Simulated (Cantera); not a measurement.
Thermodynamics of thermal oxidation and active oxidation of silicon, feed Si + N2O + H2

Charge: 1 mol Si, a varied amount of N2O, 1.4 mol H2, equilibrated at 1173 K and 75.0 Torr.

These are equilibrium values from Cantera (NASA tables, ideal gas, pure condensed phases), not measurements of a reactor. Candidate condensed phases: H2O, Si, SiO2, Si2N2O, Si3N4; 35 gas species. Mutual solubility and eutectic melting of coexisting phases are not modelled. The tables hold silica as quartz up to 1696 K and as liquid above; real silica turns to tridymite and cristobalite and melts near 1996 K. Kinetics and transport are ignored.

From 0.11 mol N2O to 0.36 mol N2O the condensed part is Si(s) + Si2N2O(s). From 0.61 mol N2O to 1.9 mol N2O the condensed part is SiO2(β-quartz) + Si2N2O(s).

| n(N2O) (mol) | x H2 | x N2 | x H2O | x NH3 | x H | x SiH4 | n Si(s) | n Si2N2O(s) | n SiO2(β-quartz) |
|---|---|---|---|---|---|---|---|---|---|
| 0.11 | 1.00 | 5.81e-9 | 9.81e-11 | 1.66e-9 | 3.73e-7 | 6.16e-8 | 0.780 | 0.110 | 0 |
| 0.36 | 1.00 | 5.81e-9 | 9.81e-11 | 1.66e-9 | 3.73e-7 | 6.16e-8 | 0.280 | 0.360 | 0 |
| 0.61 | 0.905 | 0.0948 | 5.99e-5 | 5.77e-6 | 3.55e-7 | <1e-12 | 0 | 0.463 | 0.0733 |
| 0.87 | 0.739 | 0.261 | 6.85e-5 | 7.06e-6 | 3.21e-7 | <1e-12 | 0 | 0.377 | 0.247 |
| 1.1 | 0.636 | 0.364 | 6.59e-5 | 6.66e-6 | 2.97e-7 | <1e-12 | 0 | 0.300 | 0.400 |
| 1.4 | 0.538 | 0.462 | 6.04e-5 | 5.84e-6 | 2.74e-7 | <1e-12 | 0 | 0.200 | 0.600 |
| 1.6 | 0.488 | 0.512 | 5.67e-5 | 5.31e-6 | 2.61e-7 | <1e-12 | 0 | 0.133 | 0.733 |
| 1.9 | 0.429 | 0.571 | 5.16e-5 | 4.61e-6 | 2.44e-7 | <1e-12 | 0 | 0.0334 | 0.933 |
x: gas mole fraction; n: condensed amount in mol.
